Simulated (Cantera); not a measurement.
A perfectly stirred reactor is fed with 0.684 % CO, 5.53 % O2, 0.0937 % H2O, 93.7 % N2, equivalence ratio 0.062, at 2.40 bar; it is held at 1000 K, and followed from long to short residence time.

Model: GRI-Mech 3.0 (53 species, 325 reactions), integrated in Cantera.

Q: Predict: x(CO) at τ = 3.40 s; x(O2) at τ = 3.40 s; x(H2O) at τ = 3.40 s; x(H2O2) at τ = 3.40 s; x(CO) at τ = 11.0 ms; x(O2) at τ = 11.0 ms; x(H2O) at τ = 11.0 ms.

A: 
```
Item                     Result
---------------------  --------
x(CO) at τ = 3.40 s     0.00492
x(O2) at τ = 3.40 s      0.0544
x(H2O) at τ = 3.40 s   0.000936
x(H2O2) at τ = 3.40 s   1.51e-7
x(CO) at τ = 11.0 ms    0.00684
x(O2) at τ = 11.0 ms     0.0553
x(H2O) at τ = 11.0 ms  0.000937
```
